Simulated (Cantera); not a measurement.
An isothermal, constant-pressure homogeneous reactor starts with CH4 : H2 = 1 : 5.6 (molar parts), at 1448 K and 10.00 Torr. Integrator tolerance rtol = 1e-08.

Cantera simulation using GRI-Mech 3.0 (53 species, 325 reactions); the numbers are that mechanism's predictions, not measurements. GRI-Mech 3.0 stops at C3 and has no aromatics, soot or wall deposition, so with more carbon than oxygen in the feed, carbon stays in small species such as C2H2 where larger ones or solid carbon would form. Radical loss at walls, strong at low pressure, is not modelled.

Question: What does this change do: pressure from 10.00 Torr to 1.00 bar?

Answer: 
```csv
quantity,before,after
x(CH4) at 20.0 s,0.112 (gas-phase equilibrium 0.00457),0.120 (gas-phase equilibrium 0.120)
x(H2) at 20.0 s,0.871 (gas-phase equilibrium 0.932),0.866 (gas-phase equilibrium 0.866)
x(C2H) at 20.0 s,1.16e-9 (gas-phase equilibrium 7.12e-9),1.31e-10 (gas-phase equilibrium 1.31e-10)
x(C2H4) at 20.0 s,0.000293 (gas-phase equilibrium 0.000381),0.00407 (gas-phase equilibrium 0.00407)
x(H) at 20.0 s,4.48e-5 (gas-phase equilibrium 7.76e-5),8.64e-6 (gas-phase equilibrium 8.64e-6)
```

Question: What does this change do: H2 5.6 to 4 parts?

Answer: 
```tsv
quantity	before	after
x(CH4) at 20.0 s	0.112 (gas-phase equilibrium 0.00457)	0.140 (gas-phase equilibrium 0.00501)
x(H2) at 20.0 s	0.871 (gas-phase equilibrium 0.932)	0.835 (gas-phase equilibrium 0.914)
x(C2H) at 20.0 s	1.16e-9 (gas-phase equilibrium 7.12e-9)	1.61e-9 (gas-phase equilibrium 9.16e-9)
x(C2H4) at 20.0 s	0.000293 (gas-phase equilibrium 0.000381)	0.000428 (gas-phase equilibrium 0.000475)
x(H) at 20.0 s	4.48e-5 (gas-phase equilibrium 7.76e-5)	4.10e-5 (gas-phase equilibrium 7.68e-5)
```
